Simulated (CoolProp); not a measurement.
Properties of carbon dioxide along the isotherm 221.6 K (Tc = 304.1 K, pc = 7.377 MPa, ω = 0.224).

The numbers come from the reference Helmholtz-energy equation of state, Span 1996 in CoolProp.

```json
[
 {"p (MPa)": "0.233", "phase": "gas", "isothermal compressibility (1/MPa)": "___", "expansivity (1/kK)": "5.028"},
 {"p (MPa)": "0.363", "phase": "gas", "isothermal compressibility (1/MPa)": "2.909", "expansivity (1/kK)": "5.369"},
 {"p (MPa)": "0.566", "phase": "gas", "isothermal compressibility (1/MPa)": "___", "expansivity (1/kK)": "6.003"},
 {"p (MPa)": "0.881", "phase": "liquid", "isothermal compressibility (1/MPa)": "0.001974", "expansivity (1/kK)": "3.210"},
 {"p (MPa)": "1.37", "phase": "liquid", "isothermal compressibility (1/MPa)": "0.001955", "expansivity (1/kK)": "3.189"},
 {"p (MPa)": "2.14", "phase": "liquid", "isothermal compressibility (1/MPa)": "0.001926", "expansivity (1/kK)": "3.157"},
 {"p (MPa)": "3.32", "phase": "liquid", "isothermal compressibility (1/MPa)": "0.001883", "expansivity (1/kK)": "3.110"},
 {"p (MPa)": "5.18", "phase": "liquid", "isothermal compressibility (1/MPa)": "0.001820", "expansivity (1/kK)": "___"},
 {"p (MPa)": "8.06", "phase": "liquid", "isothermal compressibility (1/MPa)": "0.001731", "expansivity (1/kK)": "2.939"},
 {"p (MPa)": "12.6", "phase": "liquid", "isothermal compressibility (1/MPa)": "0.001608", "expansivity (1/kK)": "2.800"},
 {"p (MPa)": "19.5", "phase": "liquid", "isothermal compressibility (1/MPa)": "0.001454", "expansivity (1/kK)": "2.623"}
]
```

Task: Complete the blanks.

Result: 
- 0.233, isothermal compressibility (1/MPa): 4.437
- 0.566, isothermal compressibility (1/MPa): 1.937
- 5.18, expansivity (1/kK): 3.040
